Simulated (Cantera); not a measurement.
Input (Python, Cantera):

```python
import numpy as np
import cantera as ct

gas = ct.Solution("gri30.yaml")


def delay(T, t_max=10):
    gas.TPX = T, 100000, {'CH4': 1, 'CO': 0.16, 'O2': 1.49, 'N2': 5.59, 'CO2': 0.011}
    reactor = ct.IdealGasReactor(gas, clone=False)
    net = ct.ReactorNet([reactor])
    net.rtol, net.atol = 1e-8, 1e-16
    while net.time < t_max:
        t_old, T_old = net.time, reactor.T
        net.step()
        if reactor.T > T + 400:  # ignition: a rise of 400 K
            return t_old + (T + 400 - T_old) / (reactor.T - T_old) * (net.time - t_old)
    return np.nan


taus = []
for T in [1150, 1225, 1300, 1375, 1450, 1525, 1600, 1675]:
    taus.append(delay(T))
    print(f"T0 = {T:6g} K   tau = {taus[-1]:.4e} s")
```

Output:

```
T0 =   1150 K   tau = 1.2958e-01 s
T0 =   1225 K   tau = 4.1420e-02 s
T0 =   1300 K   tau = 1.4469e-02 s
T0 =   1375 K   tau = 5.4761e-03 s
T0 =   1450 K   tau = 2.2468e-03 s
T0 =   1525 K   tau = 1.0058e-03 s
T0 =   1600 K   tau = 4.9306e-04 s
T0 =   1675 K   tau = 2.6345e-04 s
```

Cantera simulation using GRI-Mech 3.0 (53 species, 325 reactions); the numbers are that mechanism's predictions, not measurements.
